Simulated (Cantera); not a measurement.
Thermodynamics of tantalum, niobium, vanadium and zirconium in process gases, feed Zr + H2O

Input: 1 mol Zr, 0.27 mol H2O, at 1.50e-6 bar.

Equilibrium computed with Cantera from the NASA thermochemical tables; the gas is ideal and each condensed phase is pure. Candidate condensed phases: H2O, Zr, ZrO2; 12 gas species. Mutual solubility and eutectic melting of coexisting phases are not modelled. Condensed phases not in the tables: N, O or C dissolved in the metal. Rates play no part.

```json
[
 {"T (K)": "2025", "x H": "0.728", "x Zr": "0.00256", "x ZrO": "0.0544", "x H2": "0.215", "n Zr(β)": "0.851", "n ZrO2(tetragonal)": "0.122", "n Zr(l)": "0"},
 {"T (K)": "2075", "x H": "0.746", "x Zr": "0.00605", "x ZrO": "0.131", "x H2": "0.118", "n Zr(β)": "0.826", "n ZrO2(tetragonal)": "0.0989", "n Zr(l)": "0"},
 {"T (K)": "2125", "x H": "0.638", "x Zr": "0.0137", "x ZrO": "0.301", "x H2": "0.0464", "n Zr(β)": "0", "n ZrO2(tetragonal)": "0.0235", "n Zr(l)": "0.744"},
 {"T (K)": "2175", "x H": "0.616", "x Zr": "0.0292", "x ZrO": "0.331", "x H2": "0.0238", "n Zr(β)": "0", "n ZrO2(tetragonal)": "0", "n Zr(l)": "0.706"},
 {"T (K)": "2225", "x H": "0.609", "x Zr": "0.0600", "x ZrO": "0.318", "x H2": "0.0133", "n Zr(β)": "0", "n ZrO2(tetragonal)": "0", "n Zr(l)": "0.679"},
 {"T (K)": "2275", "x H": "0.578", "x Zr": "0.119", "x ZrO": "0.296", "x H2": "0.00695", "n Zr(β)": "0", "n ZrO2(tetragonal)": "0", "n Zr(l)": "0.621"},
 {"T (K)": "2325", "x H": "0.509", "x Zr": "0.230", "x ZrO": "0.258", "x H2": "0.00321", "n Zr(β)": "0", "n ZrO2(tetragonal)": "0", "n Zr(l)": "0.489"},
 {"T (K)": "2375", "x H": "0.378", "x Zr": "0.432", "x ZrO": "0.190", "x H2": "0.00108", "n Zr(β)": "0", "n ZrO2(tetragonal)": "0", "n Zr(l)": "0.116"},
 {"T (K)": "2425", "x H": "0.350", "x Zr": "0.474", "x ZrO": "0.175", "x H2": "0.000573", "n Zr(β)": "0", "n ZrO2(tetragonal)": "0", "n Zr(l)": "0"},
 {"T (K)": "2475", "x H": "0.350", "x Zr": "0.474", "x ZrO": "0.175", "x H2": "0.000363", "n Zr(β)": "0", "n ZrO2(tetragonal)": "0", "n Zr(l)": "0"}
]
```
x: gas mole fraction; n: condensed amount in mol.

From 2025 K to 2075 K the condensed part is Zr(β) + ZrO2(tetragonal). At 2125 K the condensed part is Zr(l) + ZrO2(tetragonal). From 2175 K to 2375 K the condensed part is Zr(l). From 2425 K to 2475 K nothing is condensed. The main Zr-bearing gas is ZrO at 2025 K and Zr at 2475 K.
